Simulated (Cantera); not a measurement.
Feed: 1 mol CH₃Cl, 0.15 mol Si, 0.57 mol H₂, held at 0.480 Torr.

Equilibrium computed with Cantera from the NASA thermochemical tables; the gas is ideal and each condensed phase is pure. Candidate condensed phases: C, C₆H₆, C₇H₈, C₈H₁₈, Si, SiC; 109 gas species. Kinetics and transport are ignored.

Problem. Which condensed phases are stable at each of these points (T (K)): 2473, 2523, 2573, 2623, 2673, 2723, 2773, 2823, 2873, 2923, 2973, 3023, 3073?

Solution. 
```json
[
 {"T (K)": "2473", "condensed phases": "C(graphite)", "Si condensed (%)": "0.0"},
 {"T (K)": "2523", "condensed phases": "C(graphite)", "Si condensed (%)": "0.0"},
 {"T (K)": "2573", "condensed phases": "C(graphite)", "Si condensed (%)": "0.0"},
 {"T (K)": "2623", "condensed phases": "C(graphite)", "Si condensed (%)": "0.0"},
 {"T (K)": "2673", "condensed phases": "C(graphite)", "Si condensed (%)": "0.0"},
 {"T (K)": "2723", "condensed phases": "C(graphite)", "Si condensed (%)": "0.0"},
 {"T (K)": "2773", "condensed phases": "C(graphite)", "Si condensed (%)": "0.0"},
 {"T (K)": "2823", "condensed phases": "gas only", "Si condensed (%)": "0.0"},
 {"T (K)": "2873", "condensed phases": "gas only", "Si condensed (%)": "0.0"},
 {"T (K)": "2923", "condensed phases": "gas only", "Si condensed (%)": "0.0"},
 {"T (K)": "2973", "condensed phases": "gas only", "Si condensed (%)": "0.0"},
 {"T (K)": "3023", "condensed phases": "gas only", "Si condensed (%)": "0.0"},
 {"T (K)": "3073", "condensed phases": "gas only", "Si condensed (%)": "0.0"}
]
```

From 2473 K to 2773 K the condensed part is C(graphite). From 2823 K to 3073 K nothing is condensed.
